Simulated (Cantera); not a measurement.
Charge: 1 mol Fe(CO)5, 0.15 mol H2, at 875 °C and 1.70 mbar.

Cantera equilibrium calculation (NASA polynomials, part measured and part estimated; ideal gas, pure solids and liquids). Candidate condensed phases: C, C6H6, C7H8, C8H18, Fe, Fe(CO)5, FeO, Fe(OH)2, Fe(OH)3, Fe2O3, Fe3O4, H2O; 114 gas species. The numbers say what is thermodynamically allowed, not how fast it happens.

Base state: CO 0.971, H2 0.0291, CO2 6.52e-5 (mole fractions); condensed: Fe(α).

**Question.** What changes in the equilibrium state with this change: Fe(CO)5 replaced by HgO?

**Answer.** 
| species | before | after |
|---|---|---|
| Hg | 0 | 0.635 |
| O2 | <1e-9 | 0.270 |
| H2O | 2.31e-6 | 0.0952 |
| CO | 0.971 | 0 |
| H2 | 0.0291 | 1.83e-8 |
| CO2 | 6.52e-5 | 0 |
| Fe(α), mol | 1.00 | 0 |
Further candidate phases: Hg, HgO.
